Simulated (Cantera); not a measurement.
Charge: 1 mol Si₃N₄, 0.43 mol Si, 5.9 mol N₂, at 0.0180 bar.

Method: chemical equilibrium by Gibbs-energy minimisation in Cantera with the NASA 1993 tables (ideal gas, pure condensed phases). Candidate condensed phases: Si, Si₃N₄; 7 gas species. The tables' values for SiN are old estimates; treat these amounts as uncertain. Kinetics and transport are ignored. All values below are at 2250 °C.

Base state: N₂ 0.705, Si 0.282, Si₂ 0.00701, SiN 0.00309, Si₂N 0.00243, Si₃ 0.00108 (mole fractions); condensed: gas only.

Q: What changes in the equilibrium state with this change: Si₃N₄ replaced by SiC?

A: 
| species | before | after |
|---|---|---|
| N₂ | 0.705 | 0.884 |
| Si | 0.282 | 0.0791 |
| SiC₂ | 0 | 0.0219 |
| Si₂C | 0 | 0.0120 |
| CN | 0 | 0.000873 |
| C₂N₂ | 0 | 7.87e-5 |
| SiC | 0 | 4.06e-5 |
| C₃ | 0 | 3.94e-5 |
| C | 0 | 1.26e-5 |
| C(graphite), mol | 0 | 0.0402 |
| SiC(s), mol | 0 | 0.580 |
Further candidate phases: C, SiC.
